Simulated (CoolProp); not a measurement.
Vapour-liquid equilibrium of ethane (1) + hydrogen chloride (2) at 136 kPa; x and y are mole fractions of (1).

Model: multi-fluid Helmholtz-energy mixture model, Bücker 2006 and Thol 2018; pair parameters Bell 2016, in CoolProp.

Question: Give the bubble temperature and the first vapour's composition at x = 0.15, 0.35, 0.65. Is there an azeotrope?

Answer: x = 0.15: 185.9 K, y = 0.410; x = 0.35: 184.3 K, y = 0.504; x = 0.65: 184.2 K, y = 0.569. y crosses x between x = 0.45 and 0.55: the model has an azeotrope there.

The pair parameters rest on a limited set of measurements; away from them the model extrapolates.
